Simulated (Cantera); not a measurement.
**Stirred combustor or abatement burner**

A perfectly stirred reactor is fed with CH₄ : C₂H₆ : C₃H₈ : O₂ : N₂ = 1 : 0.036 : 0.039 : 2.58 : 9.7 (molar parts), equivalence ratio 0.90, at 825 Torr; it is adiabatic with a 700 K inlet, and is followed from long to short residence time, starting on the burning branch (τ in s: 0.15, 0.063, 0.027, 0.012, 0.0051, 0.0022, 0.00094, 0.0004, 0.00017, 7.5e-05, 3.2e-05).

Detailed kinetics in Cantera: GRI-Mech 3.0 (53 species, 325 reactions).

```tsv
τ (s)	T (K)	x CH₄	x C₂H₆	x C₃H₈	x H₂O	x HO₂	x CH₂O
0.15	2358	8.53e-7	3.74e-9	5.07e-9	0.161	2.28e-6	1.77e-7
0.063	2356	1.95e-6	8.81e-9	1.18e-8	0.160	2.34e-6	4.07e-7
0.027	2349	4.24e-6	2.03e-8	2.66e-8	0.160	2.44e-6	8.87e-7
0.012	2333	8.53e-6	4.49e-8	5.65e-8	0.159	2.58e-6	1.78e-6
0.0051	2302	1.69e-5	1.03e-7	1.20e-7	0.156	2.90e-6	3.46e-6
0.0022	2254	3.20e-5	2.27e-7	2.43e-7	0.153	3.58e-6	6.30e-6
0.00094	2191	6.13e-5	4.96e-7	4.87e-7	0.149	4.91e-6	1.14e-5
0.00040	2117	0.000124	1.08e-6	9.95e-7	0.145	7.15e-6	2.14e-5
0.00017	2039	0.000271	2.47e-6	2.17e-6	0.141	1.08e-5	4.31e-5
7.5e-5	1960	0.000653	6.05e-6	5.18e-6	0.137	1.77e-5	9.42e-5
3.2e-5	1815	0.00319	3.13e-5	2.50e-5	0.130	6.06e-5	0.000352
```
x: mole fraction; the columns are a selection and need not sum to one.
